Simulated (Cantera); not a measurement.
What does this Cantera script print?

```python
import numpy as np
import cantera as ct

gas = ct.Solution("h2o2.yaml")
gas.TPX = 550, 13332, {'H2': 1, 'O2': 0.278, 'N2': 1, 'H2O': 0.36}
flame = ct.FreeFlame(gas, width=0.16)
flame.set_refine_criteria(ratio=3, slope=0.08, curve=0.16)
flame.transport_model = "unity-Lewis-number"
flame.solve(loglevel=0, auto=True)
z, T = flame.grid, flame.T
thick = (T[-1] - T[0]) / np.gradient(T, z).max()
show = ['H2', 'O2', 'H2O', 'HO2', 'OH', 'H2O2']
print(f"laminar burning velocity  {flame.velocity[0] * 100:.3f} cm/s")
print(f"burnt temperature         {T[-1]:.1f} K")
print(f"thermal thickness         {thick * 1e3:.4f} mm")
print(f"grid points               {len(z)}")
z0 = z[flame.heat_release_rate.argmax()]
print(f"{'z/mm':>9s}{'T/K':>9s}{'u/(m/s)':>9s}" + "".join(f"{s:>11s}" for s in show))
rows = []
for k in (-3, -2, -1.5, -1, -0.5, -0.25, 0, 0.25, 0.5, 1, 2, 4, 8):
    zz = z0 + k * thick
    rows.append([k * thick, np.interp(zz, z, T), np.interp(zz, z, flame.velocity),
                 *(np.interp(zz, z, flame.X[gas.species_index(s)]) for s in show)])
    print(f"{rows[-1][0] * 1e3:9.3f}{rows[-1][1]:9.1f}{rows[-1][2]:9.3f}" + "".join(f"{x:11.3e}" for x in rows[-1][3:]))
```

It prints:

```
laminar burning velocity  314.566 cm/s
burnt temperature         2058.0 K
thermal thickness         4.5132 mm
grid points               131
     z/mm      T/K  u/(m/s)         H2         O2        H2O        HO2         OH       H2O2
  -13.540    550.0    3.146  3.791e-01  1.054e-01  1.365e-01  1.136e-10  3.744e-17  2.338e-12
   -9.026    550.0    3.146  3.791e-01  1.054e-01  1.365e-01  3.920e-09  1.802e-14  8.067e-11
   -6.770    550.0    3.146  3.791e-01  1.054e-01  1.365e-01  4.660e-08  1.114e-12  9.600e-10
   -4.513    550.2    3.147  3.791e-01  1.054e-01  1.365e-01  1.028e-06  1.409e-10  2.120e-08
   -2.257    569.1    3.251  3.770e-01  1.042e-01  1.391e-01  5.934e-05  5.800e-06  1.218e-06
   -1.128    731.5    4.137  3.537e-01  9.267e-02  1.654e-01  4.913e-05  1.678e-04  1.150e-06
    0.000   1086.6    6.015  2.423e-01  4.597e-02  2.631e-01  1.339e-05  1.306e-03  2.603e-07
    1.128   1311.0    7.156  1.525e-01  9.546e-03  3.378e-01  2.253e-06  3.632e-03  3.758e-07
    2.257   1412.2    7.649  1.445e-01  3.890e-03  3.512e-01  8.263e-07  4.758e-03  3.775e-07
    4.513   1524.9    8.183  1.515e-01  2.686e-03  3.566e-01  5.081e-07  5.624e-03  2.947e-07
    9.026   1642.6    8.728  1.597e-01  1.928e-03  3.620e-01  3.356e-07  6.043e-03  1.791e-07
   18.053   1755.7    9.239  1.672e-01  1.206e-03  3.679e-01  2.043e-07  5.827e-03  9.388e-08
   36.106   1854.2    9.675  1.734e-01  6.502e-04  3.736e-01  1.152e-07  4.986e-03  4.629e-08
```

Model: the H2/O2 subset of GRI-Mech 3.0, which has no nitrogen chemistry, integrated in Cantera. Unity Lewis numbers drop preferential diffusion, which matters most where H2 and H carry the flame. Burning velocities carry a grid error of a few per cent, more on coarse grids.
